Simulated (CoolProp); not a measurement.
Vapour-liquid equilibrium of n-butane (1) + cis-2-butene (2) at 8.78 bar; x and y are mole fractions of (1).

Model: multi-fluid Helmholtz-energy mixture model, Bücker 2006 and Lemmon 2005; pair parameters Bell 2016, in CoolProp.

Problem. Give the bubble temperature and the first vapour's composition at x = 0.35, 0.5, 0.65. Is there an azeotrope?

Solution. x = 0.35: 348.5 K, y = 0.368; x = 0.5: 347.9 K, y = 0.516; x = 0.65: 347.5 K, y = 0.661. No azeotrope shows between x = 0.05 and 0.95.

Pair parameters are fitted to limited data, so mixtures are less certain than the pure fluids.
